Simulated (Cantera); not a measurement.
Feed: 1 mol Ta(OEt)₅, 0.96 mol O₂, a varied amount of H₂, at 84000 Pa.

Equilibrium computed with Cantera from the NASA thermochemical tables; the gas is ideal and each condensed phase is pure. Candidate condensed phases: C, C₆H₆, C₇H₈, C₈H₁₈, H₂O, Ta, TaC, Ta₂O₅; 113 gas species. The feed counts by its element totals alone. TaC: taken at fixed stoichiometry. Condensed phases not in the tables: Ta₂C. Kinetics and transport are ignored.

Stable condensed phases, one row left out:

```
T in °C \ n(H₂) in mol
         8.1  10  13  17  22  28  36  46
   2527    A   A   A   A   B   B   B   B
   2377    A   A   A   A   A   A   A   B
   2227    A   A   A   A   A   A   A   A
   2077    A   A   A   A   A   A   A   A
   1927    A   A   A   A   A   A   A   A
   1777    A   A   A   A   A   A   A   A
   1627    A   A   A   A   A   A   A   A
   1477    A   A   A   A   A   A   A   A
   1327    A   A   A   A   A   A   A   A
   1177    A   A   A   A   A   A   A   A
   1027    A   A   A   A   A   A   A   A
    727    C   C   C   C   C   C   C   C
    577    C   C   C   C   C   C   D   D
```

A: C + TaC; B: TaC; C: C + Ta₂O₅; D: Ta₂O₅.

Question: Give the row for 877 °C.

Answer: 8.1: C + Ta₂O₅; 10: C + Ta₂O₅; 13: C + Ta₂O₅; 17: C + Ta₂O₅; 22: C + Ta₂O₅; 28: C + Ta₂O₅; 36: C + Ta₂O₅; 46: C + Ta₂O₅.
